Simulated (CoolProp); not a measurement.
n-perfluorohexane along the isobar 1.16 MPa: fugacity coefficient from the reference equation and from simpler models built on Tc = 448.0 K, pc = 1.742 MPa, ω = 0.497; each cubic takes its own stable root.

Model: reference Helmholtz-energy equation of state, Gao 2022, in CoolProp.

| T (K) | phase | reference |
|---|---|---|
| 200.3 | liquid | 2.233e-5 |
| 217.7 | liquid | 0.0001443 |
| 235 | liquid | 0.0006599 |
| 252.3 | liquid | 0.002329 |
| 269.6 | liquid | 0.006699 |
| 286.9 | liquid | 0.01634 |
| 304.2 | liquid | 0.03488 |
| 321.5 | liquid | 0.06665 |

Problem. How far does each simpler model (van der Waals, Redlich-Kwong, Soave-Redlich-Kwong, Peng-Robinson) lie from the reference over these 8 states: mean and median of the absolute difference, and the worst?

Solution. 
- van der Waals: mean 18490.1 %, median 3086.1 %, worst +101915.2 % at 200.3 K and 1.16 MPa
- Redlich-Kwong: mean 938.1 %, median 524.4 %, worst +3131.5 % at 200.3 K and 1.16 MPa
- Soave-Redlich-Kwong: mean 4.6 %, median 2.2 %, worst +14.7 % at 200.3 K and 1.16 MPa
- Peng-Robinson: mean 12.4 %, median 7.4 %, worst +39.2 % at 200.3 K and 1.16 MPa
